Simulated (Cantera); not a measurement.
What does this Cantera script print?

```python
import numpy as np
import cantera as ct

gas = ct.Solution("gri30.yaml")
gas.TPX = 1325, 48000, {'H2': 0.83, 'O2': 1, 'N2': 7.5}
inlet = ct.Reservoir(gas, clone=True)

reactor = ct.IdealGasConstPressureReactor(gas, energy="off", clone=False)
exhaust = ct.Reservoir(gas, clone=True)
tau = [5.1, 2.3, 1.1, 0.5, 0.23, 0.11, 0.049, 0.023, 0.011, 0.0049, 0.0022][0]
for a, b in ((inlet, reactor), (reactor, exhaust)):
    ct.MassFlowController(a, b, mdot=lambda t: reactor.mass / tau)
net = ct.ReactorNet([reactor])
show = ['H2', 'O2', 'NO2', 'H', 'OH', 'NO']

rows = []
print(f"{'tau/s':>10s}{'T/K':>9s}" + "".join(f"{s:>11s}" for s in show))
for tau in [5.1, 2.3, 1.1, 0.5, 0.23, 0.11, 0.049, 0.023, 0.011, 0.0049, 0.0022]:
    net.initial_time = 0.0
    net.advance(30 * tau)
    before = gas.X
    net.advance(40 * tau)
    drift = np.max(np.abs(gas.X - before) / (gas.X + 1e-9))
    rows.append([gas.T, *gas[show].X, drift])
    print(f"{tau:10.3e}{gas.T:9.1f}" + "".join(f"{x:11.3e}" for x in gas[show].X))
```

It prints:

```
     tau/s      T/K         H2         O2        NO2          H         OH         NO
 5.100e+00   1325.0  1.988e-05  6.559e-02  1.050e-08  8.886e-07  1.281e-04  1.509e-06
 2.300e+00   1325.0  3.376e-05  6.558e-02  8.866e-09  1.979e-06  1.669e-04  1.346e-06
 1.100e+00   1325.0  5.511e-05  6.557e-02  6.695e-09  4.158e-06  2.132e-04  1.137e-06
 5.000e-01   1325.0  9.290e-05  6.556e-02  4.502e-09  9.197e-06  2.772e-04  9.195e-07
 2.300e-01   1325.0  1.550e-04  6.554e-02  2.916e-09  2.008e-05  3.593e-04  7.590e-07
 1.100e-01   1325.0  2.510e-04  6.553e-02  1.976e-09  4.208e-05  4.601e-04  6.820e-07
 4.900e-02   1325.0  4.234e-04  6.552e-02  1.423e-09  9.438e-05  6.043e-04  7.041e-07
 2.300e-02   1325.0  6.854e-04  6.552e-02  1.184e-09  1.999e-04  7.813e-04  8.531e-07
 1.100e-02   1325.0  1.088e-03  6.554e-02  1.085e-09  4.129e-04  1.005e-03  1.155e-06
 4.900e-03   1325.0  1.785e-03  6.561e-02  1.044e-09  9.030e-04  1.322e-03  1.721e-06
 2.200e-03   1325.0  2.878e-03  6.579e-02  1.023e-09  1.917e-03  1.726e-03  2.569e-06
```

Detailed kinetics in Cantera: GRI-Mech 3.0 (53 species, 325 reactions). The temperature is held fixed by assumption; the heat of reaction is taken as removed at once.
